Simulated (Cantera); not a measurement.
An adiabatic, constant-pressure homogeneous reactor starts with C₂H₄ : O₂ : N₂ : H₂O = 1 : 5.08 : 19.1 : 2.3 (molar parts), at 1200 K and 653 Torr.

Detailed kinetics in Cantera: GRI-Mech 3.0 (53 species, 325 reactions). GRI-Mech 3.0 was tuned for natural gas; its chemistry of ethylene as a main component is partial and can be far from experiment.

**Question.** Predict: time of steepest temperature rise; temperature at 2.00 s; equilibrium temperature; x(O₂) at 2.00 s; x(H₂O) at 2.00 s; x(N₂O) at 2.00 s; x(CO₂) at 2.00 s.

**Answer.** 
```
Property                                                             Value
---------------------------------  ---------------------------------------
time of steepest temperature rise                                 0.393 ms
temperature at 2.00 s                                               2320 K
equilibrium temperature                                             2320 K
x(O₂) at 2.00 s                      0.0708 (gas-phase equilibrium 0.0708)
x(H₂O) at 2.00 s                       0.150 (gas-phase equilibrium 0.150)
x(N₂O) at 2.00 s                   4.30e-7 (gas-phase equilibrium 4.30e-7)
x(CO₂) at 2.00 s                     0.0687 (gas-phase equilibrium 0.0687)
```
